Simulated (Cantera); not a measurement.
# Thermodynamics of halide evaporation, hydrolysis and transport, feed CuF2 + H2

Input: 1 mol CuF2, a varied amount of H2, at 1275 °C and 1.30 Pa.

Method: chemical equilibrium by Gibbs-energy minimisation in Cantera with the NASA 1993 tables (ideal gas, pure condensed phases). Candidate condensed phases: Cu, CuF2; 15 gas species. The numbers say what is thermodynamically allowed, not how fast it happens.

```tsv
n(H2) (mol)	x H2	x HF	x Cu	x CuF	x H	x Cu2
0.95	0.000668	0.654	0.309	0.0361	0.000221	3.64e-5
1.7	0.188	0.538	0.268	0.00154	0.00371	2.75e-5
2.9	0.385	0.407	0.203	0.000614	0.00530	1.57e-5
5.1	0.573	0.281	0.140	0.000240	0.00647	7.50e-6
8.9	0.719	0.183	0.0913	9.08e-5	0.00725	3.18e-6
15	0.817	0.117	0.0586	3.50e-5	0.00773	1.31e-6
27	0.889	0.0687	0.0343	1.15e-5	0.00807	4.50e-7
47	0.931	0.0406	0.0203	3.95e-6	0.00825	1.58e-7
83	0.956	0.0234	0.0117	1.29e-6	0.00837	5.24e-8
140	0.971	0.0140	0.00701	4.61e-7	0.00843	1.88e-8
250	0.980	0.00790	0.00395	1.46e-7	0.00847	5.96e-9
```
x: gas mole fraction; nothing condenses.

From 0.95 mol H2 to 250 mol H2 nothing is condensed. The main Cu-bearing gas is Cu throughout.
